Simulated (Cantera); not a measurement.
## Reactions in the system C-H

Standard-state values (1 bar) from the NASA 1993 polynomials, evaluated with Cantera. Values are per mole of reaction as written; species without (g) are pure solids or liquids, kept so even where they would boil at 1 bar.

3 C2H4(g) + 4 H(g) → 2 C3H8(g)

| T (K) | ΔH° (kJ) | ΔS° (J/K) | ΔG° (kJ) | log10 K |
|---|---|---|---|---|
| 300 | -1239.0 | -576.6 | -1066.0 | 185.60 |
| 1325 | -1267.7 | -629.0 | -434.2 | 17.12 |
| 1475 | -1268.3 | -629.5 | -339.9 | 12.04 |
| 1625 | -1268.5 | -629.6 | -245.4 | 7.89 |
| 1775 | -1268.2 | -629.4 | -151.0 | 4.44 |
| 1925 | -1267.6 | -629.1 | -56.6 | 1.54 |
| 2075 | -1266.8 | -628.7 | 37.7 | -0.95 |
| 2225 | -1265.7 | -628.2 | 132.0 | -3.10 |
| 2375 | -1264.4 | -627.6 | 226.2 | -4.97 |
| 2525 | -1262.9 | -627.0 | 320.3 | -6.63 |

C6H6(g) + 5 H2(g) → 2 C3H8(g)

```
T (K)  ΔH° (kJ)  ΔS° (J/K)  ΔG° (kJ)  log10 K
-----  --------  ---------  --------  -------
300      -292.4     -382.4    -177.7    30.93
1325     -325.1     -445.9     265.7   -10.47
1475     -324.5     -445.4     332.5   -11.78
1625     -323.2     -444.6     399.3   -12.83
1775     -321.4     -443.6     465.9   -13.71
1925     -319.3     -442.4     532.3   -14.44
2075     -316.8     -441.2     598.6   -15.07
2225     -314.2     -440.0     664.7   -15.60
2375     -311.5     -438.8     730.6   -16.07
2525     -308.7     -437.6     796.3   -16.47
```

CH4(g) + 3 C → 2 C2H2(g)

```
T (K)  ΔH° (kJ)  ΔS° (J/K)  ΔG° (kJ)  log10 K
-----  --------  ---------  --------  -------
300       531.0      198.4     471.5   -82.10
1325      537.3      214.7     252.8    -9.97
1475      536.0      213.8     220.7    -7.82
1625      534.5      212.8     188.7    -6.07
1775      532.7      211.8     156.9    -4.62
1925      530.8      210.7     125.2    -3.40
2075      528.7      209.7      93.6    -2.36
2225      526.4      208.6      62.3    -1.46
2375      524.1      207.6      31.1    -0.68
2525      521.6      206.6       0.0     0.00
```
